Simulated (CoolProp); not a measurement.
Model: reference Helmholtz-energy equation of state, Zhou 2016, in CoolProp.

Task: Give the vapour pressure (kPa), liquid density (kg/m³), vapour density (kg/m³), enthalpy of vaporisation (kJ/kg) of saturated R245ca at 84.85, 93.95, 99.95 °C.

Result: 
| T (°C) | p (kPa) | liquid density (kg/m³) | vapour density (kg/m³) | enthalpy of vaporisation (kJ/kg) |
|---|---|---|---|---|
| 84.85 | 647 | 1220 | 34.0 | 166 |
| 93.95 | 808 | 1190 | 42.7 | 159 |
| 99.95 | 930 | 1170 | 49.4 | 155 |
